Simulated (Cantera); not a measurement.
Input: 1 mol TiO₂, 0.43 mol Al₂O₃, 0.53 mol O₂, equilibrated at 2025 K and 0.00133 bar.

Cantera equilibrium calculation (NASA polynomials, part measured and part estimated; ideal gas, pure solids and liquids). Candidate condensed phases: Al, Al₂O₃, Ti, TiO, TiO₂, Ti₂O₃, Ti₃O₅, Ti₄O₇; 12 gas species. Mutual solubility and eutectic melting of coexisting phases are not modelled. Condensed phases not in the tables: mixed aluminates and titanates, alloys, solid solutions and most ternary compounds. Rates play no part.

Base state: O₂ 0.978, O 0.0219, TiO₂ 0.000254 (mole fractions); condensed: Al₂O₃(s) + TiO₂(rutile).

**Question.** What changes in the equilibrium state with this change: temperature from 2025 K to 800 K?

**Answer.** 
```
species              before  after
-----------------  --------  -----
O₂                    0.978   1.00
O                    0.0219  <1e-9
TiO₂               0.000254  <1e-9
Al₂O₃(s), mol         0.430  0.430
TiO₂(rutile), mol     1.000   1.00
```

**Question.** What changes in the equilibrium state with this change: temperature from 2025 K to 700 K?

**Answer.** 
```
species              before  after
-----------------  --------  -----
O₂                    0.978   1.00
O                    0.0219  <1e-9
TiO₂               0.000254  <1e-9
Al₂O₃(s), mol         0.430  0.430
TiO₂(rutile), mol     1.000   1.00
```

**Question.** What changes in the equilibrium state with this change: pressure from 0.00133 bar to 0.730 bar?

**Answer.** 
```csv
species,before,after
O₂,0.978,0.999
O,0.0219,0.000946
TiO₂,0.000254,4.64e-7
"Al₂O₃(s), mol",0.430,0.430
"TiO₂(rutile), mol",1.000,1.00
```
